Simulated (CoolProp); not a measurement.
A single-stage vapour-compression cycle with R115: evaporating at 272.15 K (dew point), condensing at 340.15 K (bubble point), superheat 5 K, subcooling 8 K, compressor efficiency 0.85, no pressure losses. Each further row changes one setting.

Values from CoolProp's reference Helmholtz-energy equation of state, Lemmon 2016.

```csv
case,cooling COP,pressure ratio,discharge temperature (K),refrigerating effect (kJ/kg),volumetric capacity (kJ/m³)
as stated,1.80,5.60,342.5,44.9,1450
evaporating temperature 277.15 K,2.09,4.79,342.8,47.6,1780
condensing temperature 335.15 K,2.16,5.04,337.0,51.2,1650
subcooling 13 K,2.06,5.60,342.5,51.5,1660
superheat 15 K,1.95,5.60,349.7,52.4,1600
compressor efficiency 0.75,1.58,5.60,344.9,44.9,1450
```
